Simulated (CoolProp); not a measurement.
Properties of hexamethyldisiloxane (MM) along the isobar 0.971 MPa.

Values from CoolProp's reference Helmholtz-energy equation of state, Thol 2016.

```json
[
 {"T (°C)": "39.25", "phase": "liquid", "density (kg/m³)": "746.1", "cv (kJ/(kg K))": "1.577"},
 {"T (°C)": "50.75", "phase": "liquid", "density (kg/m³)": "733.8", "cv (kJ/(kg K))": "1.605"},
 {"T (°C)": "62.15", "phase": "liquid", "density (kg/m³)": "721.4", "cv (kJ/(kg K))": "1.634"},
 {"T (°C)": "73.55", "phase": "liquid", "density (kg/m³)": "708.7", "cv (kJ/(kg K))": "1.663"},
 {"T (°C)": "84.95", "phase": "liquid", "density (kg/m³)": "695.8", "cv (kJ/(kg K))": "1.692"},
 {"T (°C)": "96.35", "phase": "liquid", "density (kg/m³)": "682.5", "cv (kJ/(kg K))": "1.721"},
 {"T (°C)": "107.75", "phase": "liquid", "density (kg/m³)": "668.9", "cv (kJ/(kg K))": "1.750"},
 {"T (°C)": "119.25", "phase": "liquid", "density (kg/m³)": "654.6", "cv (kJ/(kg K))": "1.780"},
 {"T (°C)": "130.65", "phase": "liquid", "density (kg/m³)": "639.9", "cv (kJ/(kg K))": "1.808"},
 {"T (°C)": "142.05", "phase": "liquid", "density (kg/m³)": "624.4", "cv (kJ/(kg K))": "1.837"},
 {"T (°C)": "153.45", "phase": "liquid", "density (kg/m³)": "608.1", "cv (kJ/(kg K))": "1.866"},
 {"T (°C)": "164.85", "phase": "liquid", "density (kg/m³)": "590.7", "cv (kJ/(kg K))": "1.895"},
 {"T (°C)": "176.35", "phase": "liquid", "density (kg/m³)": "571.6", "cv (kJ/(kg K))": "1.924"}
]
```
